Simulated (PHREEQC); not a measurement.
Make-up at 73 °C: 0.0001 mol/kgw HBr and 0.0065 mol/kgw KCl. Closed to the air; pH follows from the charge balance.

Model: ion-association model, wateq4f.dat, run in PHREEQC.

This is a speciation only: nothing precipitates in the calculation.

Q: What pH does the model give?

A: pH 4.04.

Species that the database lacks are ignored. Constants without temperature data keep their 25 °C values here.
